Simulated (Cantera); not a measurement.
A Cantera script and what it prints.

```python
import numpy as np
import cantera as ct

gas_names = """
    N NO NO2 NO3 N2 N2O O O2 O3 Si SiN SiO SiO2 Si2 Si2N Si3
""".split()
cond_names = """
    Si(cr) Si(L) SiO2(Lqz) SiO2(hqz) SiO2(L) Si2N2O(s) Si3N4(a)
""".split()


def load(file, names, dense=False):
    # The tables refer to 1 bar. Condensed volumes are neglected.
    table = {s.name: s for s in ct.Species.list_from_file(file)}
    out = []
    for n in names:
        d = dict(table[n].input_data)
        d["thermo"] = dict(d["thermo"], **{"reference-pressure": 1e5})
        if dense:
            d["equation-of-state"] = {"model": "constant-volume", "density": "1e6 g/cm^3"}
        out.append(ct.Species.from_dict(d))
    return out


gas = ct.Solution(thermo="ideal-gas", species=load("nasa_gas.yaml", gas_names))
cond = {s.name: ct.Solution(thermo="fixed-stoichiometry", species=[s], name=s.name)
        for s in load("nasa_condensed.yaml", cond_names, dense=True)}
atoms = {
    'Si3N4': {'Si': 3, 'N': 4},
    'N2O': {'N': 2, 'O': 1},
    'N2': {'N': 2},
}
top_T = {'Si2N2O(s)': 2100, 'Si3N4(a)': 2400}  # K; cautious upper limits of use, not melting points


def equilibrate(T, P, feed):
    n = {}
    for name, mol in feed.items():
        for a, k in atoms[name].items():
            n[a] = n.get(a, 0.0) + k * mol
    gas.TPX = T, P, n
    mass = sum(n.values()) * gas.mean_molecular_weight
    gas.equilibrate("TP")
    valid = [c for c in cond.values() if c.min_temp <= T <= top_T.get(c.name, c.max_temp)]
    mix = ct.Mixture([(gas, mass / gas.mean_molecular_weight)] + [(c, 0.0) for c in valid])
    mix.T, mix.P = T, P
    mix.equilibrate("TP", solver="vcs", rtol=1e-11, max_steps=5000)
    return mix


results = []
feed = {'Si3N4': 1, 'N2O': 0.014, 'N2': 29}  # mol
P = 10000  # Pa
for T in [1098, 1198, 1298, 1398, 1498, 1598, 1698, 1798]:
    mix = equilibrate(T, P, feed)
    results.append((T, P, feed, dict(zip(mix.species_names, mix.species_moles))))

top = {s: max(r[3][s] / sum(r[3][g] for g in gas_names) for r in results) for s in gas_names}
cols = sorted((s for s in top if top[s] > 1e-06), key=lambda s: -top[s])[:8]
seen = [c for c in cond_names if any(r[3].get(c, 0) > 1e-12 for r in results)]
print("log10 of partial pressures in bar; condensed amounts in mol")
print(f"{'T/K':>10s}" + "".join(f"{s[:9]:>10s}" for s in cols + seen))
for T, P, feed, n in results:
    ng = sum(n[g] for g in gas_names)
    print(f"{T:10.4g}" + "".join(f"{np.log10(max(n[s] / ng * P / 1e5, 1e-99)):10.3f}" for s in cols)
          + "".join(f"{n.get(c, 0):10.4g}" for c in seen))
```

Output:

```
log10 of partial pressures in bar; condensed amounts in mol
       T/K        N2       SiO        Si Si2N2O(s)  Si3N4(a)
      1098    -1.000   -14.586   -19.031     0.014    0.9907
      1198    -1.000   -12.267   -16.272     0.014    0.9907
      1298    -1.000   -10.311   -13.942     0.014    0.9907
      1398    -1.000    -8.640   -11.949     0.014    0.9907
      1498    -1.000    -7.198   -10.226   0.01398    0.9907
      1598    -1.000    -5.940    -8.722   0.01367    0.9908
      1698    -1.000    -4.834    -7.398  0.009744    0.9921
      1798    -1.000    -4.317    -6.224         0    0.9953
```

Equilibrium computed with Cantera from the NASA thermochemical tables; the gas is ideal and each condensed phase is pure. Mutual solubility and eutectic melting of coexisting phases are not modelled.
